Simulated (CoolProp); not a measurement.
C2F6 (R116) at several states: Z from the reference equation and from simpler models built on Tc = 293.0 K, pc = 3.048 MPa, ω = 0.257; each cubic takes its own stable root.

Model: reference Helmholtz-energy equation of state, Lemmon 2006, in CoolProp. It is a short technical equation, of lower accuracy than the large ones.

```csv
T (K),p (MPa),phase,reference,van der Waals,Redlich-Kwong,Soave-Redlich-Kwong,Peng-Robinson
211.5,1.48,liquid,0.07556,0.1187,0.08242,0.07920,0.06998
362.3,0.0359,gas,0.9981,0.9979,0.9979,0.9981,0.9978
407.3,0.0445,gas,0.9985,0.9981,0.9982,0.9986,0.9982
324.8,4.16,supercritical,0.5914,0.5179,0.5575,0.6082,0.5766
256.6,4.13,liquid,0.2024,0.3032,0.2251,0.2170,0.1923
```
